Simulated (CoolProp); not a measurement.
R21 along the isobar 5.51 MPa: fugacity coefficient from the reference equation and from simpler models built on Tc = 452.7 K, pc = 5.289 MPa, ω = 0.206; each cubic takes its own stable root.

Model: reference Helmholtz-energy equation of state, Platzer 1990, in CoolProp. This equation is an older, rougher fit; its heat capacities, sound speeds and derivatives of the liquid may be far off and weren't checked against measurements.

| T (K) | phase | reference |
|---|---|---|
| 232.7 | liquid | 0.002024 |
| 245.1 | liquid | 0.004058 |
| 257.4 | liquid | 0.007481 |
| 269.8 | liquid | 0.01295 |
| 282.1 | liquid | 0.02107 |
| 294.5 | liquid | 0.03268 |
| 306.8 | liquid | 0.04832 |
| 319.2 | liquid | 0.06892 |
| 331.5 | liquid | 0.09471 |
| 343.9 | liquid | 0.1266 |
| 356.2 | liquid | 0.1642 |
| 368.6 | liquid | 0.2085 |
| 380.9 | liquid | 0.2584 |
| 393.3 | liquid | 0.3146 |

Problem. How far does each simpler model (Redlich-Kwong, Soave-Redlich-Kwong) lie from the reference over these 14 states: mean and median of the absolute difference, and the worst?

Solution. 
- Redlich-Kwong: mean 46.4 %, median 42.3 %, worst +90.6 % at 232.7 K and 5.51 MPa
- Soave-Redlich-Kwong: mean 2.0 %, median 1.8 %, worst +3.3 % at 393.3 K and 5.51 MPa
